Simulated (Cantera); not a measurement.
Cantera run:

```python
import numpy as np
import cantera as ct

gas_names = """
    Na I2
""".split()
cond_names = """
    I2(cr) I2(L) NaI(s) NaI(L)
""".split()


# ... load() reads the species with a 1 bar reference pressure and builds the phases ...
species = {s.name: s for s in load("nasa_gas.yaml", gas_names) + load("nasa_condensed.yaml", cond_names)}
# Each term lists the table entries of one substance; the one whose range holds T is used.
reactions = {
    '2 Na(g) + I2 = 2 NaI':
        [(-2, ['Na']), (-1, ['I2(cr)', 'I2(L)']), (2, ['NaI(s)', 'NaI(L)'])],
    '2 NaI = I2(g) + 2 Na(g)':
        [(-2, ['NaI(s)', 'NaI(L)']), (1, ['I2']), (2, ['Na'])],
}


def pick(names, T):
    return next(species[n] for n in names if species[n].thermo.min_temp <= T <= species[n].thermo.max_temp)


results = []
for label, terms in reactions.items():
    print(label)
    print("     T/K   dH/kJ  dS/(J/K)   dG/kJ   log10 K")
    for T in [473, 498, 523, 548, 573, 598]:
        used = [(nu, pick(names, T)) for nu, names in terms]
        dH = sum(nu * s.thermo.h(T) for nu, s in used) / 1e6
        dS = sum(nu * s.thermo.s(T) for nu, s in used) / 1e3
        dG = dH - T * dS / 1e3
        logK = -dG * 1e6 / (ct.gas_constant * T * np.log(10))
        results.append((label, T, dH, dS, dG, logK, [s.name for _, s in used]))
        print(f"{T:8g} {dH:8.1f} {dS:8.1f} {dG:8.1f} {logK:8.2f}")
```

Result:

```
2 Na(g) + I2 = 2 NaI
     T/K   dH/kJ  dS/(J/K)   dG/kJ   log10 K
     473   -806.5   -267.8   -679.8    75.07
     498   -806.8   -268.4   -673.1    70.60
     523   -807.0   -269.0   -666.4    66.55
     548   -807.3   -269.4   -659.6    62.87
     573   -807.5   -269.9   -652.9    59.52
     598   -807.7   -270.2   -646.1    56.44
2 NaI = I2(g) + 2 Na(g)
     T/K   dH/kJ  dS/(J/K)   dG/kJ   log10 K
     473    847.8    358.1    678.4   -74.92
     498    847.0    356.6    669.5   -70.22
     523    846.2    355.0    660.6   -65.97
     548    845.4    353.5    651.7   -62.12
     573    844.6    352.1    642.9   -58.60
     598    843.8    350.7    634.1   -55.39
```

Standard-state values (1 bar) from the NASA 1993 polynomials, evaluated with Cantera. Condensed species are held in their standard states even where they would react or evaporate.
